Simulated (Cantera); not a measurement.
An isothermal, constant-pressure homogeneous reactor starts with C2H4 : H2 = 1 : 49 (molar parts), at 1750 K and 2670 Pa.

Computed with Cantera and GRI-Mech 3.0 (53 species, 325 reactions). GRI-Mech 3.0 was tuned for natural gas; its chemistry of ethylene as a main component is partial and can be far from experiment. GRI-Mech 3.0 stops at C3 and has no aromatics, soot or wall deposition, so with more carbon than oxygen in the feed, carbon stays in small species such as C2H2 where larger ones or solid carbon would form. Radical loss at walls, strong at low pressure, is not modelled.

x: mole fraction; the columns are a selection and need not sum to one.

```tsv
t (s)	x C2H4	x H2	x C2H2	x CH4	x H
0.000600	0.0193	0.980	0.000720	[?]	2.78e-6
0.00137	0.0183	0.980	0.00162	[?]	6.31e-6
0.00312	0.0163	0.980	0.00359	[?]	1.41e-5
0.00711	0.0123	0.980	0.00754	[?]	3.00e-5
0.0162	0.00594	0.980	0.0138	[?]	5.76e-5
0.0370	0.000834	0.980	0.0188	[?]	0.000106
0.0843	2.37e-5	0.980	0.0196	4.27e-6	0.000222
0.192	1.95e-5	0.980	0.0196	4.59e-6	0.000479
0.439	1.79e-5	0.979	0.0196	[?]	0.000931
1.00	1.71e-5	0.979	0.0196	[?]	0.00134
```

Question: What belongs in the gaps?

Answer: 
- 0.000600, x CH4: 1.55e-8
- 0.00137, x CH4: 6.22e-8
- 0.00312, x CH4: 2.27e-7
- 0.00711, x CH4: 7.84e-7
- 0.0162, x CH4: 2.20e-6
- 0.0370, x CH4: 3.86e-6
- 0.439, x CH4: 6.25e-6
- 1.00, x CH4: 1.32e-5
